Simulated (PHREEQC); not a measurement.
Consider water at 20 °C with 0.024 mol NaH2PO4, 0.0028 mol Na2SO4 and 0.0013 mol HNO3 per kg of water. Closed to the air; pH follows from the charge balance.

All values are PHREEQC results (ion-association model, wateq4f.dat), not measurements.

Precipitation was switched off in this run.

Task: Estimate the pH, ionic strength.

Result: pH 3.48; ionic strength 0.0324 mol/kgw.

Task: In which forms is P present?

Result: H2PO4- 96 %, H3PO4 3.7 % of the P.

Complexes and solids missing from the database can't appear. H3PO4, which wateq4f.dat lacks, is added to it with the constant of phreeqc.dat.
